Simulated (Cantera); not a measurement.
Adiabatic ignition

An adiabatic, constant-pressure homogeneous reactor starts with H2 : O2 : N2 = 1 : 0.5 : 1.88 (molar parts), equivalence ratio 1.0, at 1100 K and 668 Torr.

Computed with Cantera and GRI-Mech 3.0 (53 species, 325 reactions).

```tsv
t (s)	T (K)	x H2	x O2	x H	x N2O	x O	x NO	x HO2
2.00e-6	1100	0.296	0.148	6.91e-10	<1e-12	5.41e-11	<1e-12	7.26e-10
6.59e-6	1100	0.296	0.148	3.33e-9	<1e-12	3.66e-10	<1e-12	2.87e-9
2.17e-5	1100	0.296	0.148	6.08e-8	<1e-12	7.20e-9	<1e-12	3.00e-8
7.14e-5	1102	0.295	0.148	0.000300	3.00e-11	3.55e-5	9.20e-12	5.86e-5
0.000235	2553	0.0472	0.0183	0.0221	1.33e-7	0.00811	0.000197	5.01e-6
0.000775	2717	0.0394	0.0138	0.0129	2.79e-7	0.00487	0.00151	5.04e-6
0.00255	2712	0.0400	0.0128	0.0127	2.97e-7	0.00459	0.00468	4.72e-6
0.00840	2709	0.0404	0.0122	0.0126	3.24e-7	0.00440	0.00685	4.50e-6
0.0277	2708	0.0404	0.0121	0.0126	3.25e-7	0.00440	0.00693	4.49e-6
0.0911	2708	0.0404	0.0121	0.0126	3.25e-7	0.00440	0.00693	4.49e-6
0.300	2708	0.0404	0.0121	0.0126	3.25e-7	0.00440	0.00693	4.49e-6
```
x: mole fraction; the columns are a selection and need not sum to one.

- time of steepest temperature rise: 97.9 µs
- temperature at 0.300 s: 2708 K
- equilibrium temperature: 2708 K
- x(H2) at 0.300 s: 0.0404 (gas-phase equilibrium 0.0404)
- x(O2) at 0.300 s: 0.0121 (gas-phase equilibrium 0.0121)
- x(H) at 0.300 s: 0.0126 (gas-phase equilibrium 0.0126)
